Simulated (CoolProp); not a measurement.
Computed with CoolProp (reference Helmholtz-energy equation of state, Setzmann 1991).

Problem. Give the vapour pressure (bar), surface tension (mN/m), liquid viscosity (µPa s) of saturated methane at -101.95 °C.

Solution. 
| T (°C) | p (bar) | surface tension (mN/m) | liquid viscosity (µPa s) |
|---|---|---|---|
| -101.95 | 24.3 | 2.34 | 38.6 |

Viscosity comes from a separate model (Quiñones-Cisneros 2006). Surface tension comes from a separate correlation (Mulero 2012).
